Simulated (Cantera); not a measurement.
Input: 1 mol SiCl₄, 0.12 mol HCl, 9.2 mol N₂, at 10.0 mbar.

Cantera equilibrium calculation (NASA polynomials, part measured and part estimated; ideal gas, pure solids and liquids). Candidate condensed phases: NH₄Cl, Si, Si₃N₄; 28 gas species. The tables' values for SiCl₃ are old estimates; treat these amounts as uncertain. The numbers say what is thermodynamically allowed, not how fast it happens.

log p: log10 of the partial pressure in bar; nothing condenses.

```
T (°C)  log p N₂  log p SiCl₄  log p Cl  log p SiCl₃  log p HCl  log p SiCl₂
------  --------  -----------  --------  -----------  ---------  -----------
552        -2.05        -3.01     -9.93       -10.03      -3.93         <-14
627        -2.05        -3.01     -8.97        -8.92      -3.93       -13.15
702        -2.05        -3.01     -8.10        -8.03      -3.93       -11.60
777        -2.05        -3.01     -7.34        -7.28      -3.93       -10.30
852        -2.05        -3.01     -6.68        -6.64      -3.93        -9.18
927        -2.05        -3.01     -6.10        -6.08      -3.93        -8.20
1002       -2.05        -3.01     -5.59        -5.58      -3.93        -7.34
1077       -2.05        -3.02         ?        -5.15      -3.93            ?
1152       -2.05        -3.02     -4.72        -4.77      -3.94        -5.91
1227       -2.05        -3.03         ?        -4.43      -3.94            ?
1302       -2.05        -3.06     -4.01        -4.15      -3.94        -4.82
1377       -2.06        -3.10     -3.70        -3.91      -3.94        -4.38
1452       -2.07        -3.19     -3.42        -3.73      -3.95        -4.00
```

Q: What belongs in the gaps?

A: 
- 1227, log p Cl: -4.35
- 1227, log p SiCl₂: -5.33
- 1077, log p Cl: -5.13
- 1077, log p SiCl₂: -6.58
